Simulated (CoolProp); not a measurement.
Properties of n-dodecane at several states.

Computed with CoolProp (reference Helmholtz-energy equation of state, Lemmon 2004). It is a short technical equation, of lower accuracy than the large ones.

```json
[
 {"T (K)": "556.5", "p (kPa)": "25.5", "phase": "gas", "density (kg/m³)": "0.9489", "cp (kJ/(kg K))": "2.710", "expansivity (1/kK)": "1.870", "fugacity coefficient": "0.9894"},
 {"T (K)": "352.7", "p (kPa)": "56.4", "phase": "liquid", "density (kg/m³)": "705.3", "cp (kJ/(kg K))": "2.407", "expansivity (1/kK)": "1.058", "fugacity coefficient": "0.01273"},
 {"T (K)": "473.8", "p (kPa)": "4700", "phase": "liquid", "density (kg/m³)": "618.8", "cp (kJ/(kg K))": "2.873", "expansivity (1/kK)": "1.308", "fugacity coefficient": "0.01923"},
 {"T (K)": "278.7", "p (kPa)": "469", "phase": "liquid", "density (kg/m³)": "760.4", "cp (kJ/(kg K))": "2.153", "expansivity (1/kK)": "0.9807", "fugacity coefficient": "6.853e-6"},
 {"T (K)": "449", "p (kPa)": "20.9", "phase": "gas", "density (kg/m³)": "0.9729", "cp (kJ/(kg K))": "2.312", "expansivity (1/kK)": "2.403", "fugacity coefficient": "0.9806"},
 {"T (K)": "558.6", "p (kPa)": "670", "phase": "liquid", "density (kg/m³)": "522.6", "cp (kJ/(kg K))": "3.275", "expansivity (1/kK)": "2.386", "fugacity coefficient": "0.5239"}
]
```
